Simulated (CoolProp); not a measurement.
Properties of propyne at several states (Tc = 129.6 °C, pc = 5658 kPa, ω = 0.204).

The numbers come from the reference Helmholtz-energy equation of state, Polt 1992 in CoolProp. This equation is an older, rougher fit.

```
T (°C)  p (kPa)  phase       Z  cp (kJ/(kg K))  cv (kJ/(kg K))  Joule-Thomson coefficient (K/MPa)  fugacity coefficient
------  -------  -----  ------  --------------  --------------  ---------------------------------  --------------------
63.35      14.6    gas  0.9984           1.634           1.425                              15.19                0.9984
198.25      248    gas  0.9907           2.006           1.790                              5.857                0.9908
135.85     2180    gas  0.8610           2.128           1.730                              9.750                0.8755
125.55     1470    gas  0.9004           1.998           1.669                              10.21                0.9081
```
